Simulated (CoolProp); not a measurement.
A single-stage vapour-compression cycle with R152A: evaporating at 286.15 K (dew point), condensing at 335.15 K (bubble point), superheat 0 K, subcooling 0 K, compressor efficiency 0.9, no pressure losses. Each further row changes one setting.

Values from CoolProp's reference Helmholtz-energy equation of state, Outcalt 1996. It is a modified Benedict-Webb-Rubin equation, recast in Helmholtz form.

| case | cooling COP | pressure ratio | discharge temperature (K) | refrigerating effect (kJ/kg) | volumetric capacity (kJ/m³) |
|---|---|---|---|---|---|
| as stated | 4.04 | 3.82 | 351.1 | 201 | 2580 |
| evaporating temperature 291.15 K | 4.68 | 3.26 | 349.2 | 204 | 3060 |
| condensing temperature 330.15 K | 4.67 | 3.40 | 344.9 | 211 | 2710 |
| subcooling 5 K | 4.25 | 3.82 | 351.1 | 211 | 2710 |
| superheat 10 K | 4.06 | 3.82 | 360.8 | 213 | 2600 |
| compressor efficiency 0.8 | 3.60 | 3.82 | 355.3 | 201 | 2580 |
